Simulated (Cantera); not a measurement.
Source: NASA polynomial tables (part measured, part estimated), evaluated in Cantera. Values are per mole of reaction as written; species without (g) are pure solids or liquids, kept so even where they would boil at 1 bar.

### Question
Between 300 and 598 K, where is each reaction favourable under standard conditions?
- 2 Ca + S₂(g) → 2 CaS
- 1.5 Ni + S₂(g) → 0.5 Ni₃S₄
- 2 Pb + S₂(g) → 2 PbS(g)

### Answer
- 2 Ca + S₂(g) → 2 CaS: ΔG° is -1015 kJ at 300 K and -956 kJ at 598 K; it stays negative (K > 1). ΔH° is -1072 kJ and ΔS° -194 J/K at 598 K.
- 1.5 Ni + S₂(g) → 0.5 Ni₃S₄: ΔG° is -225 kJ at 300 K and -173 kJ at 598 K; it stays negative (K > 1). ΔH° is -275 kJ and ΔS° -170 J/K at 598 K.
- 2 Pb + S₂(g) → 2 PbS(g): ΔG° is 92 kJ at 300 K and 51 kJ at 598 K; it stays positive (K < 1). ΔH° is 130 kJ and ΔS° 132 J/K at 598 K.
